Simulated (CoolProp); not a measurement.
R407C at 293.15 K and 0.72 MPa flows at 1.4 m/s in a round tube of 25 mm bore and 0.25 µm roughness, fully developed (64/Re and Nu = 3.66 if laminar; Colebrook and Gnielinski if turbulent). Each further row changes one setting.

Values from CoolProp's reference Helmholtz-energy equation of state, Lemmon 2003. It is a pseudo-pure fit of the blend.

```tsv
case	Reynolds number	Darcy friction factor	pressure drop (Pa/m)	heat-transfer coefficient (W/(m² K))	mass flow (kg/h)
as stated	84600	…	21.6	100	…
velocity 2.8 m/s	169000	0.0162	75.0	174	146
diameter 50 mm	169000	0.0162	9.35	…	…
```

**Question.** Fill in the missing entries.

**Answer.** 
- as stated, Darcy friction factor: 0.0187
- as stated, mass flow (kg/h): 72.9
- diameter 50 mm, heat-transfer coefficient (W/(m² K)): 87.0
- diameter 50 mm, mass flow (kg/h): 291

Viscosity comes from a separate model (Geller 2000). Thermal conductivity comes from a separate model (Geller 2001).
